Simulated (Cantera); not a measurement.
An isothermal plug-flow reactor at 950 K and 220000 Pa (inlet), inlet velocity 2.5 m/s, active area per volume 1900 1/m; feed H₂ : O₂ : N₂ : H₂O = 0.013 : 0.02 : 0.79 : 0.067 (molar parts).

Computed with Cantera and Deutschmann's 1995 Pt surface mechanism with GRI-Mech 3.0 gas chemistry. Catalytic surfaces can have several steady states; this one follows from the mechanism file's or the stated starting coverage. Mass transfer to the wall is taken as infinitely fast.

One state of this run: x H₂ = 1.64e-8; x O₂ = 0.0153; x H₂O = 0.0905; θ free Pt = 0.193; θ O* = 0.798; θ OH* = 0.00947. x: gas mole fraction; θ: surface coverage.

Which value of z (m) does it belong to?
A. 8.3e-05
B. 0.00016
C. 0.0022
D. 4.3e-05

C, 0.0022
